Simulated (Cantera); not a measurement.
Charge: 1 mol C2H2, 0.24 mol O2, 18 mol H2, held at 1448.15 K and 19000 Pa.

Equilibrium computed with Cantera from the NASA thermochemical tables; the gas is ideal and each condensed phase is pure. Candidate condensed phases: C, C6H6, C7H8, C8H18, H2O; 110 gas species. Rates play no part.

Base state: H2 0.975, CO 0.0246, CH4 0.000602, H 2.09e-5, H2O 1.16e-5 (mole fractions); condensed: C(graphite).

Q: What changes in the equilibrium state with this change: C2H2 replaced by CO?

A: 
```csv
species,before,after
H2,0.975,0.923
CO,0.0246,0.0520
H2O,1.16e-5,0.0247
CO2,1.23e-7,0.000587
CH4,0.000602,5.05e-7
H,2.09e-5,2.04e-5
"C(graphite), mol",1.51,0
```
